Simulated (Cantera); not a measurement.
Cantera run, input and output.

```python
import numpy as np
import cantera as ct

gas = ct.Solution("h2o2.yaml")
gas.TPX = 1348, 2666, {'H2': 0.0057, 'O2': 1}
reactor = ct.IdealGasConstPressureReactor(gas, energy="off", clone=False)
net = ct.ReactorNet([reactor])
net.rtol, net.atol = 1e-08, 1e-18
show = ['H2', 'O2', 'OH', 'HO2', 'H2O2', 'O']
times = np.geomspace(0.0002, 2, 14)

steps = ct.SolutionArray(gas, extra=["t"])
rows = []
print(f"{'t/s':>10s}{'T/K':>9s}{'P/Pa':>11s}" + "".join(f"{s:>11s}" for s in show))
for t in times:
    while net.time < t:
        t_next = net.step()
        steps.append(gas.state, t=t_next)
    rows.append([np.interp(t, steps.t, y) for y in (steps.T, steps.P, *steps(*show).X.T)])
    print(f"{t:10.3e}{rows[-1][0]:9.1f}{rows[-1][1]:11.4g}" + "".join(f"{x:11.3e}" for x in rows[-1][2:]))
rate = np.gradient(steps.T, steps.t)
print("integrator steps:", len(steps.t))
if steps.T.max() > steps.T[0] + 200:
    print(f"time of steepest temperature rise: {steps.t[rate.argmax()]:.4e} s")
gas.TPX = 1348, 2666, {'H2': 0.0057, 'O2': 1}
gas.equilibrate("TP")
print(f"equilibrium (TP): T = {gas.T:.1f} K  " + "  ".join(f"{s} {gas[s].X[0]:.3e}" for s in show))
```

It prints:

```
       t/s      T/K       P/Pa         H2         O2         OH        HO2       H2O2          O
 2.000e-04   1348.0       2666  5.668e-03  9.943e-01  2.937e-08  2.497e-08  6.891e-12  3.251e-08
 4.062e-04   1348.0       2666  5.668e-03  9.943e-01  8.857e-08  5.074e-08  2.675e-11  1.037e-07
 8.249e-04   1348.0       2666  5.667e-03  9.943e-01  4.404e-07  1.035e-07  9.840e-11  5.378e-07
 1.675e-03   1348.0       2666  5.654e-03  9.943e-01  7.636e-06  2.251e-07  3.396e-10  9.460e-06
 3.403e-03   1348.0       2666  3.465e-03  9.922e-01  9.896e-04  9.279e-07  2.559e-08  1.561e-03
 6.910e-03   1348.0       2666  2.124e-05  9.890e-01  7.098e-04  5.947e-07  1.453e-08  4.958e-03
 1.403e-02   1348.0       2666  1.254e-05  9.892e-01  6.575e-04  5.551e-07  1.301e-08  4.771e-03
 2.850e-02   1348.0       2666  1.151e-05  9.896e-01  6.302e-04  5.305e-07  1.268e-08  4.365e-03
 5.789e-02   1348.0       2666  9.775e-06  9.903e-01  5.810e-04  4.857e-07  1.202e-08  3.684e-03
 1.176e-01   1348.0       2666  7.259e-06  9.913e-01  5.010e-04  4.123e-07  1.081e-08  2.711e-03
 2.388e-01   1348.0       2666  4.414e-06  9.925e-01  3.911e-04  3.102e-07  8.813e-09  1.630e-03
 4.849e-01   1348.0       2666  2.110e-06  9.934e-01  2.708e-04  1.982e-07  6.132e-09  7.712e-04
 9.848e-01   1348.0       2666  8.105e-07  9.939e-01  1.681e-04  1.059e-07  3.471e-09  2.940e-04
 2.000e+00   1348.0       2666  2.713e-07  9.942e-01  9.742e-05  4.935e-08  1.605e-09  9.796e-05
integrator steps: 1209
equilibrium (TP): T = 1348.0 K  H2 6.930e-09  O2 9.943e-01  OH 1.566e-05  HO2 1.795e-08  H2O2 7.227e-11  O 2.508e-06
```

Detailed kinetics in Cantera: the H2/O2 subset of GRI-Mech 3.0, which has no nitrogen chemistry. Radical loss at walls, strong at low pressure, is not modelled.
